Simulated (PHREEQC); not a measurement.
## Buffer

Make-up at 25 °C: 0.0042 mol NH4Cl and 0.12 mol Na2HPO4 per kg of water. Closed to the air; pH follows from the charge balance.

Model: ion-association model, phreeqc.dat, run in PHREEQC.

This is a speciation only: nothing precipitates in the calculation.

Task: What pH does the model give?

Result: pH 8.79.

Task: In which forms is Na present?

Result: Na+ 95 %, NaHPO4- 5.0 % of the Na.
